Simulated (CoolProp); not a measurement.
Values from CoolProp's reference Helmholtz-energy equation of state, Thol 2017.

Give the vapour pressure (bar), liquid density (kg/m³), liquid cp (kJ/(kg K)), vapour Z of saturated decamethyltetrasiloxane (MD2M) at 325.3, 520.8 K.


| T (K) | p (bar) | liquid density (kg/m³) | liquid cp (kJ/(kg K)) | vapour Z |
|---|---|---|---|---|
| 325.3 | 0.00364 | 822 | 1.79 | 0.999 |
| 520.8 | 3.14 | 592 | 2.25 | 0.826 |
